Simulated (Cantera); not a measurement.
A closed system holds: 1 mol n-butane, 2.3 mol H2O, 19 mol H2, equilibrated at 1423 K and 55.0 mbar.

Method: chemical equilibrium by Gibbs-energy minimisation in Cantera with the NASA 1993 tables (ideal gas, pure condensed phases). Candidate condensed phases: C, C6H6, C7H8, C8H18, H2O; 110 gas species. Rates play no part.

Base state: H2 0.919, CO 0.0804, CH4 0.000177, H 2.72e-5, H2O 1.26e-5 (mole fractions); condensed: C(graphite).

Task: What changes in the equilibrium state with this change: pressure from 55.0 mbar to 1.00 bar?

Result: 
```
species             before     after
----------------  --------  --------
H2                   0.919     0.916
CO                  0.0804    0.0805
CH4               0.000177   0.00320
H2O                1.26e-5  0.000227
H                  2.72e-5   6.36e-6
C(graphite), mol      1.70      1.62
```
